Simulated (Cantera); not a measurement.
Input (Python, Cantera) and output of one run.

```python
import numpy as np
import cantera as ct

gas_names = """
    H HO2 H2 H2O H2O2 Nb NbO NbO2 O OH O2 O3
""".split()
cond_names = """
    H2O(s) H2O(L) Nb(cr) Nb(L) NbO(s) NbO(L) NbO2(I) NbO2(II) NbO2(III) NbO2(L) Nb2O5(s) Nb2O5(L)
""".split()


def load(file, names, dense=False):
    # The tables refer to 1 bar. Condensed volumes are neglected.
    table = {s.name: s for s in ct.Species.list_from_file(file)}
    out = []
    for n in names:
        d = dict(table[n].input_data)
        d["thermo"] = dict(d["thermo"], **{"reference-pressure": 1e5})
        if dense:
            d["equation-of-state"] = {"model": "constant-volume", "density": "1e6 g/cm^3"}
        out.append(ct.Species.from_dict(d))
    return out


gas = ct.Solution(thermo="ideal-gas", species=load("nasa_gas.yaml", gas_names))
cond = {s.name: ct.Solution(thermo="fixed-stoichiometry", species=[s], name=s.name)
        for s in load("nasa_condensed.yaml", cond_names, dense=True)}
atoms = {
    'Nb2O5': {'Nb': 2, 'O': 5},
    'H2': {'H': 2},
}
top_T = {}  # K; cautious upper limits of use, not melting points


def equilibrate(T, P, feed):
    n = {}
    for name, mol in feed.items():
        for a, k in atoms[name].items():
            n[a] = n.get(a, 0.0) + k * mol
    gas.TPX = T, P, n
    mass = sum(n.values()) * gas.mean_molecular_weight
    gas.equilibrate("TP")
    valid = [c for c in cond.values() if c.min_temp <= T <= top_T.get(c.name, c.max_temp)]
    mix = ct.Mixture([(gas, mass / gas.mean_molecular_weight)] + [(c, 0.0) for c in valid])
    mix.T, mix.P = T, P
    mix.equilibrate("TP", solver="vcs", rtol=1e-11, max_steps=5000)
    return mix


results = []
feed = {'Nb2O5': 1, 'H2': 0.88}  # mol
P = 160000  # Pa
for T in [900, 975, 1050, 1125, 1200, 1275, 1350, 1425, 1500, 1575, 1650, 1725, 1800, 1875]:
    mix = equilibrate(T, P, feed)
    results.append((T, P, feed, dict(zip(mix.species_names, mix.species_moles))))

top = {s: max(r[3][s] / sum(r[3][g] for g in gas_names) for r in results) for s in gas_names}
cols = sorted((s for s in top if top[s] > 1e-06), key=lambda s: -top[s])[:6]
seen = [c for c in cond_names if any(r[3].get(c, 0) > 1e-12 for r in results)]
print("log10 of partial pressures in bar; condensed amounts in mol")
print(f"{'T/K':>10s}" + "".join(f"{s[:9]:>10s}" for s in cols + seen))
for T, P, feed, n in results:
    ng = sum(n[g] for g in gas_names)
    print(f"{T:10.4g}" + "".join(f"{np.log10(max(n[s] / ng * P / 1e5, 1e-99)):10.3f}" for s in cols)
          + "".join(f"{n.get(c, 0):10.4g}" for c in seen))
```

It prints:

```
log10 of partial pressures in bar; condensed amounts in mol
       T/K        H2       H2O         H        OH   NbO2(I)  NbO2(II) NbO2(III)  Nb2O5(s)  Nb2O5(L)
       900     0.203    -2.430    -9.831   -15.491   0.00409         0         0     0.998         0
       975     0.202    -2.149    -8.841   -13.933  0.007812         0         0    0.9961         0
      1050     0.201    -1.906    -7.991   -12.593   0.01366         0         0    0.9932         0
      1125     0.198    -1.683    -7.253   -11.417         0   0.02284         0    0.9886         0
      1200     0.195    -1.474    -6.607   -10.374         0         0   0.03695    0.9815         0
      1275     0.190    -1.289    -6.037    -9.451         0         0    0.0565    0.9717         0
      1350     0.183    -1.128    -5.531    -8.632         0         0   0.08201     0.959         0
      1425     0.175    -0.985    -5.079    -7.899         0         0    0.1138    0.9431         0
      1500     0.165    -0.860    -4.672    -7.241         0         0    0.1518    0.9241         0
      1575     0.153    -0.750    -4.305    -6.647         0         0    0.1958    0.9021         0
      1650     0.139    -0.652    -3.972    -6.109         0         0     0.245    0.8775         0
      1725     0.123    -0.566    -3.669    -5.618         0         0    0.2986    0.8507         0
      1800     0.111    -0.511    -3.391    -5.193         0         0    0.3391         0    0.8305
      1875     0.118    -0.543    -3.124    -4.894         0         0    0.3151         0    0.8425
```

Cantera equilibrium calculation (NASA polynomials, part measured and part estimated; ideal gas, pure solids and liquids). Mutual solubility and eutectic melting of coexisting phases are not modelled. Condensed phases not in the tables: the oxides between NbO2 and Nb2O5.
